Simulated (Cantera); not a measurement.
A Cantera script and what it prints.

```python
import numpy as np
import cantera as ct

gas_names = [...]  # 118 gases of nasa_gas.yaml made of C, Cl, F, H
cond_names = """
    C(gr) C6H6(L) C7H8(L) C8H18(L),n-octa
""".split()


# ... load() reads the species with a 1 bar reference pressure and builds the phases ...
atoms = {
    'CH3Cl': {'C': 1, 'H': 3, 'CL': 1},
    'F2': {'F': 2},
}
top_T = {'C(gr)': 4500}  # K; cautious upper limits of use, not melting points


# ... equilibrate(T, P, feed) seeds the gas with the atoms and calls Mixture.equilibrate('TP', solver="vcs", rtol=1e-11, max_steps=5000) ...
results = []
feed = {'CH3Cl': 1, 'F2': 0.047}  # mol
T = 2225  # K
P = 2.1  # Pa
mix = equilibrate(T, P, feed)
results.append((T, P, feed, dict(zip(mix.species_names, mix.species_moles))))
print(gas.report(threshold=1e-05))
for i in range(1, mix.n_phases):
    print(f"{mix.phase(i).name:16s} {mix.phase_moles(i):12.5e} mol")
```

Output:

```
       temperature   2225 K
          pressure   2.1 Pa
           density   1.3963e-06 kg/m^3
  mean mol. weight   12.3 kg/kmol
   phase of matter   gas

                          1 kg             1 kmol
                     ---------------   ---------------
          enthalpy        1.4064e+07        1.7299e+08  J
   internal energy         1.256e+07        1.5449e+08  J
           entropy             23038        2.8337e+05  J/K
    Gibbs function       -3.7196e+07       -4.5751e+08  J
 heat capacity c_p            1993.8             24524  J/K
 heat capacity c_v            1317.9             16210  J/K

                      mass frac. Y      mole frac. X     chem. pot. / RT
                     ---------------   ---------------   ---------------
                 C        0.00011022        0.00011287           -2.9978
                C2        3.2492e-05        1.6637e-05           -5.9956
               C2H        0.00011664        5.7319e-05           -22.281
    C2H2,acetylene        0.00086213        0.00040727           -38.566
                C3         0.0005559        0.00018976           -8.9933
                CL           0.64485           0.22375           -28.654
                 F        0.00015653        0.00010134           -37.776
                 H          0.043161           0.52667           -16.285
               HCL           0.24091          0.081279            -44.94
                HF          0.046469           0.02857           -54.061
                H2          0.022756           0.13884           -32.571
     [ +107 minor]        1.7774e-05         4.768e-06

C(gr)             9.94581e-01 mol
```

Equilibrium computed with Cantera from the NASA thermochemical tables; the gas is ideal and each condensed phase is pure.
